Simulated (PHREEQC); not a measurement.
A column of 1 m (30 cells, dispersivity 0.035 m, 60 s a shift, diffusion coefficient 3e-10 m²/s) holds 0.02 eq of the database's cation exchanger X per kg of pore water, first in equilibrium with 26 mmol/kgw KBr and 0.01 mmol/kgw HCl. It is flushed with 0.0052 mol MnCl2 and 1e-05 mol HCl per kg of water, at 15 °C. Values are for the last cell. The system is closed to CO2. Precipitation was switched off in this run.

Model: ion-association model, phreeqc.dat, run in PHREEQC.

Task: Predict Br in solution (mol/kgw) at pore volumes = 0.2167, 0.6167, 2.017, 2.217, 4.417.

Result: 
```tsv
pore volumes	Br in solution (mol/kgw)
0.2167	0.0260
0.6167	0.0249
2.017	6.01e-5
2.217	1.71e-5
4.417	5.63e-12
```
